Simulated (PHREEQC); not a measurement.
Solution (25 °C): 0.0072 mol MnSO4 per kg of water. Closed to the air; pH follows from the charge balance.

The numbers come from PHREEQC with the ion-association model, phreeqc.dat.

This is a speciation only: nothing precipitates in the calculation.

Estimate the pH.

pH 6.57.

In which forms is S present?

SO4-2 76 %, MnSO4 24 % of the S.
